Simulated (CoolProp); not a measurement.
A simple Rankine cycle with sulfur dioxide: condensing at 333.15 K, boiler at 5.02 MPa, turbine inlet 406.1 K, turbine efficiency 0.85, pump efficiency 0.6, no recuperator. Each further row changes one setting.

Computed with CoolProp (reference Helmholtz-energy equation of state, Gao 2016).

```json
[
 {"case": "as stated", "thermal efficiency (%)": "11.8", "net work (kJ/kg)": "36.1", "heat in (kJ/kg)": "305", "turbine exit temperature (K)": "333.1", "volume ratio over the turbine": "4.49"},
 {"case": "turbine inlet 426.1 K", "thermal efficiency (%)": "12.3", "net work (kJ/kg)": "41.4", "heat in (kJ/kg)": "337", "turbine exit temperature (K)": "333.1", "volume ratio over the turbine": "(withheld)"},
 {"case": "condensing temperature 325.15 K", "thermal efficiency (%)": "(withheld)", "net work (kJ/kg)": "41.5", "heat in (kJ/kg)": "317", "turbine exit temperature (K)": "325.1", "volume ratio over the turbine": "5.50"},
 {"case": "boiler pressure 3.51 MPa", "thermal efficiency (%)": "(withheld)", "net work (kJ/kg)": "33.8", "heat in (kJ/kg)": "(withheld)", "turbine exit temperature (K)": "333.1", "volume ratio over the turbine": "2.83"},
 {"case": "turbine efficiency 0.75", "thermal efficiency (%)": "10.2", "net work (kJ/kg)": "(withheld)", "heat in (kJ/kg)": "305", "turbine exit temperature (K)": "333.1", "volume ratio over the turbine": "(withheld)"}
]
```

Fill in the missing entries.


- turbine inlet 426.1 K, volume ratio over the turbine: 4.03
- condensing temperature 325.15 K, thermal efficiency (%): 13.1
- boiler pressure 3.51 MPa, thermal efficiency (%): 9.9
- boiler pressure 3.51 MPa, heat in (kJ/kg): 340
- turbine efficiency 0.75, net work (kJ/kg): 31.2
- turbine efficiency 0.75, volume ratio over the turbine: 4.57

The expansion ends wet for: as stated; turbine inlet 426.1 K; condensing temperature 325.15 K; boiler pressure 3.51 MPa; turbine efficiency 0.75.
